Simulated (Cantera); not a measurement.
A perfectly stirred reactor is fed with 76.9 % NH3, 23.1 % N2, at 0.612 atm; it is held at 1600 K, and followed from long to short residence time.

Detailed kinetics in Cantera: the gas-phase N/H chemistry of the illustrative SiF4/NH3 mechanism in the Surface Chemkin manual (1991). Walls and surfaces, which speed up NH3 decomposition in real reactors, are not modelled.

Q: Predict: x(NH3) at τ = 4.40 s; x(H2) at τ = 4.40 s; x(N) at τ = 4.40 s; x(N2H4) at τ = 4.40 s; x(NH2) at τ = 4.40 s; x(NH3) at τ = 0.130 s; x(H2) at τ = 0.130 s; x(N) at τ = 0.130 s; x(N2H4) at τ = 0.130 s; x(NH2) at τ = 0.130 s.

A: 
- x(NH3) at τ = 4.40 s: 0.513
- x(H2) at τ = 4.40 s: 0.218
- x(N) at τ = 4.40 s: 7.05e-9
- x(N2H4) at τ = 4.40 s: 8.33e-8
- x(NH2) at τ = 4.40 s: 6.92e-5
- x(NH3) at τ = 0.130 s: 0.756
- x(H2) at τ = 0.130 s: 0.0110
- x(N) at τ = 0.130 s: 1.59e-9
- x(N2H4) at τ = 0.130 s: 1.59e-7
- x(NH2) at τ = 0.130 s: 9.55e-5
